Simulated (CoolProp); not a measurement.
Saturation properties of CHF3 (R23).

Computed with CoolProp (reference Helmholtz-energy equation of state, Penoncello 2003).

```tsv
T (°C)	p (MPa)	liquid density (kg/m³)	vapour density (kg/m³)	liquid viscosity (µPa s)	liquid conductivity (mW/(m K))
-63.15	0.2699	1371	11.76	229	120
-58.35	0.3358	1351	14.49	214	116
-53.55	0.4133	1331	17.71	200	113
-48.65	0.5058	1309	21.55	187	110
-43.85	0.6109	1288	25.94	175	107
-39.05	0.7318	1265	31.04	164	104
-34.15	0.8728	1241	37.08	153	101
-29.35	1.030	1217	43.94	144	97.6
-24.55	1.207	1192	51.87	134	94.6
-19.65	1.411	1165	61.28	125	91.6
-14.85	1.634	1136	72.00	117	88.5
-10.05	1.883	1106	84.53	109	85.4
```

It boils at -82.0 °C under 1 atm.

Viscosity comes from a separate model (Shan 2000). Thermal conductivity comes from a separate model (Shan 2000).
